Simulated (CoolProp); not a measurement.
Vapour-liquid equilibrium of benzene (1) + n-decane (2) at 322 K; x and y are mole fractions of (1).

Model: multi-fluid Helmholtz-energy mixture model, Thol 2012 and Lemmon 2006; pair parameters Bell 2016, in CoolProp.

```csv
x,"bubble pressure, mixture model (MPa)","bubble pressure, Raoult's law (MPa)","y, mixture model","y, Raoult's law"
0.05,0.002819,0.002516,?,0.689
0.2,0.008945,0.007589,0.926,0.913
0.35,0.01463,0.01266,0.962,0.958
0.5,?,0.01774,0.977,0.977
0.65,?,0.02281,0.986,0.987
0.8,?,0.02788,?,0.994
0.95,?,0.03296,?,0.999
```

Q: What belongs in the gaps?

A: 
- 0.05, y, mixture model: 0.721
- 0.5, bubble pressure, mixture model (MPa): 0.01959
- 0.65, bubble pressure, mixture model (MPa): 0.02402
- 0.8, bubble pressure, mixture model (MPa): 0.02835
- 0.8, y, mixture model: 0.992
- 0.95, bubble pressure, mixture model (MPa): 0.03298
- 0.95, y, mixture model: 0.998

The largest gap from Raoult's law is +17.9 % in bubble pressure, at x = 0.2. No azeotrope shows between x = 0.05 and 0.95.

The pair parameters rest on a limited set of measurements; away from them the model extrapolates.
